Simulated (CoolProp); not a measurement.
Nitrogen along the isobar 6.12 MPa: Z from the reference equation and from simpler models built on Tc = 126.2 K, pc = 3.396 MPa, ω = 0.037; each cubic takes its own stable root.

Computed with CoolProp (reference Helmholtz-energy equation of state, Span 2000).

```json
[
 {"T (K)": "96.8", "phase": "liquid", "reference": "0.2903"},
 {"T (K)": "126.7", "phase": "supercritical", "reference": "0.3018"},
 {"T (K)": "156.6", "phase": "supercritical", "reference": "0.6649"},
 {"T (K)": "186.5", "phase": "supercritical", "reference": "0.8433"},
 {"T (K)": "216.4", "phase": "supercritical", "reference": "0.9201"},
 {"T (K)": "246.3", "phase": "supercritical", "reference": "0.9610"},
 {"T (K)": "276.2", "phase": "supercritical", "reference": "0.9851"},
 {"T (K)": "306.1", "phase": "supercritical", "reference": "1.000"},
 {"T (K)": "336", "phase": "supercritical", "reference": "1.010"},
 {"T (K)": "365.9", "phase": "supercritical", "reference": "1.016"},
 {"T (K)": "395.8", "phase": "supercritical", "reference": "1.020"}
]
```

Q: How far does each simpler model (van der Waals, Redlich-Kwong, Peng-Robinson) lie from the reference over these 11 states: mean and median of the absolute difference, and the worst?

A: 
- van der Waals: mean 9.5 %, median 3.5 %, worst +40.4 % at 96.8 K and 6.12 MPa
- Redlich-Kwong: mean 1.5 %, median 1.0 %, worst +8.3 % at 126.7 K and 6.12 MPa
- Peng-Robinson: mean 2.5 %, median 1.6 %, worst -10.7 % at 96.8 K and 6.12 MPa
